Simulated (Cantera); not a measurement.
Ammonia decomposition in nitride growth gas

A perfectly stirred reactor is fed with 40.0 % NH₃, 60.0 % H₂, at 495 Torr; it is held at 1875 K, and followed from long to short residence time.

Detailed kinetics in Cantera: the gas-phase N/H chemistry of the illustrative SiF4/NH3 mechanism in the Surface Chemkin manual (1991). Walls and surfaces, which speed up NH3 decomposition in real reactors, are not modelled.

```json
[
 {"τ (s)": "0.92", "x NH₃": "0.0977", "x H₂": "0.794", "x H": "0.000384", "x NH₂": "0.000131", "x N₂H₂": "1.64e-7", "x N₂H₄": "1.54e-8", "x N": "1.95e-7"},
 {"τ (s)": "0.36", "x NH₃": "0.170", "x H₂": "0.747", "x H": "0.000307", "x NH₂": "0.000194", "x N₂H₂": "3.40e-7", "x N₂H₄": "3.38e-8", "x N": "2.05e-7"},
 {"τ (s)": "0.14", "x NH₃": "0.256", "x H₂": "0.692", "x H": "0.000250", "x NH₂": "0.000257", "x N₂H₂": "5.83e-7", "x N₂H₄": "5.95e-8", "x N": "2.06e-7"},
 {"τ (s)": "0.057", "x NH₃": "0.324", "x H₂": "0.649", "x H": "0.000217", "x NH₂": "0.000300", "x N₂H₂": "7.95e-7", "x N₂H₄": "8.14e-8", "x N": "2.03e-7"},
 {"τ (s)": "0.022", "x NH₃": "0.366", "x H₂": "0.621", "x H": "0.000199", "x NH₂": "0.000325", "x N₂H₂": "9.30e-7", "x N₂H₄": "9.53e-8", "x N": "1.99e-7"},
 {"τ (s)": "0.0088", "x NH₃": "0.386", "x H₂": "0.609", "x H": "0.000190", "x NH₂": "0.000333", "x N₂H₂": "9.74e-7", "x N₂H₄": "1.00e-7", "x N": "1.92e-7"},
 {"τ (s)": "0.0035", "x NH₃": "0.394", "x H₂": "0.603", "x H": "0.000182", "x NH₂": "0.000328", "x N₂H₂": "9.39e-7", "x N₂H₄": "9.75e-8", "x N": "1.77e-7"},
 {"τ (s)": "0.0014", "x NH₃": "0.398", "x H₂": "0.601", "x H": "0.000168", "x NH₂": "0.000308", "x N₂H₂": "8.01e-7", "x N₂H₄": "8.57e-8", "x N": "1.44e-7"},
 {"τ (s)": "0.00054", "x NH₃": "0.399", "x H₂": "0.600", "x H": "0.000138", "x NH₂": "0.000254", "x N₂H₂": "5.01e-7", "x N₂H₄": "5.82e-8", "x N": "8.12e-8"}
]
```
x: mole fraction; the columns are a selection and need not sum to one.
